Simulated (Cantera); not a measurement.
**Stirred combustor or abatement burner**

A perfectly stirred reactor is fed with CH3OH : O2 : N2 : H2O = 1 : 3.41 : 12.8 : 4.1 (molar parts), equivalence ratio 0.44, at 9.87 atm; it is adiabatic with a 600 K inlet, and is followed from long to short residence time, starting on the burning branch (τ in s: 0.11, 0.041, 0.015, 0.0055, 0.002, 0.00075, 0.00028, 0.0001, 3.8e-05, 1.4e-05, 5.1e-06).

Detailed kinetics in Cantera: GRI-Mech 3.0 (53 species, 325 reactions). GRI-Mech 3.0 was tuned for natural gas; its chemistry of methanol as a main component is partial and can be far from experiment.

```
τ (s)    T (K)   x CH3OH    x O2  x H2O     x OH    x C2H4     x CH2
-------  -----  --------  ------  -----  -------  --------  --------
0.11      1446   1.12e-5  0.0878  0.280  3.75e-5  1.47e-12  5.77e-12
0.041     1441   3.14e-5  0.0881  0.279  3.56e-5  6.48e-12  1.30e-11
0.015     1425   9.90e-5  0.0891  0.279  3.00e-5  1.95e-11  2.51e-11
0.0055    1361  0.000527  0.0934  0.276  1.46e-5  2.76e-11  2.62e-11
0.0020     600    0.0469   0.160  0.192   <1e-12    <1e-12    <1e-12
0.00075    600    0.0469   0.160  0.192   <1e-12    <1e-12    <1e-12
0.00028    600    0.0469   0.160  0.192   <1e-12    <1e-12    <1e-12
0.00010    600    0.0469   0.160  0.192   <1e-12    <1e-12    <1e-12
3.8e-5     600    0.0469   0.160  0.192   <1e-12    <1e-12    <1e-12
1.4e-5     600    0.0469   0.160  0.192   <1e-12    <1e-12    <1e-12
5.1e-6     600    0.0469   0.160  0.192   <1e-12    <1e-12    <1e-12
```
x: mole fraction; the columns are a selection and need not sum to one.
